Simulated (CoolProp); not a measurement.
The fluid at 293.15 K and 0.578 MPa expands adiabatically to 0.135 MPa with isentropic efficiency 0.85. The same conditions are run with several fluids, on thermodynamics alone (safety and materials aside).

Values from CoolProp's reference Helmholtz-energy equation of state of each fluid (carbonyl sulfide: Lemmon 2006; nitrogen: Span 2000; R125: Lemmon 2005; R143a: Lemmon and Jacobsen 2000; CH3F (R41): Lemmon 2006).

```json
[
 {"fluid": "carbonyl sulfide", "work (kJ/kg)": "40.9", "final temperature (K)": "229.4", "final phase": "two-phase, vapour fraction 0.986", "final density (kg/m³)": "4.47"},
 {"fluid": "nitrogen", "work (kJ/kg)": "87.7", "final temperature (K)": "208.0", "final phase": "gas", "final density (kg/m³)": "2.19"},
 {"fluid": "R125", "work (kJ/kg)": "21.8", "final temperature (K)": "257.5", "final phase": "gas", "final density (kg/m³)": "7.84"},
 {"fluid": "R143a", "work (kJ/kg)": "30.3", "final temperature (K)": "250.1", "final phase": "gas", "final density (kg/m³)": "5.71"},
 {"fluid": "CH3F (R41)", "work (kJ/kg)": "71.7", "final temperature (K)": "219.5", "final phase": "gas", "final density (kg/m³)": "2.61"}
]
```
